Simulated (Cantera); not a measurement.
A perfectly stirred reactor is fed with H2 : O2 : N2 = 1 : 1 : 3.1 (molar parts), at 100000 Pa; it is held at 1150 K, and followed from long to short residence time.

Cantera simulation using the H2/O2 subset of GRI-Mech 3.0, which has no nitrogen chemistry; the numbers are that mechanism's predictions, not measurements. The temperature is held fixed by assumption; the heat of reaction is taken as removed at once.

```
quantity                 before     after
---------------------  --------  --------
x(H2) at τ = 5.20 s    0.000188  0.000254
x(O2) at τ = 5.20 s       0.109    0.0239
x(H2O) at τ = 5.20 s      0.217     0.238
x(H) at τ = 5.20 s      1.30e-7   5.95e-7
x(O) at τ = 5.20 s      7.72e-7   7.22e-7
x(H2) at τ = 17.0 ms    0.00446   0.00428
x(O2) at τ = 17.0 ms      0.111    0.0258
x(H2O) at τ = 17.0 ms     0.212     0.233
x(H) at τ = 17.0 ms     3.57e-5  0.000153
x(O) at τ = 17.0 ms     7.70e-5   8.49e-5
```

### Question
What was changed between the two runs?
(A) H2 1 to 4.5 parts
(B) pressure from 100000 Pa to 21000 Pa
(C) O2 1 to 0.6 parts
(D) O2 1 to 0.33 parts

### Answer
C, O2 1 to 0.6 parts
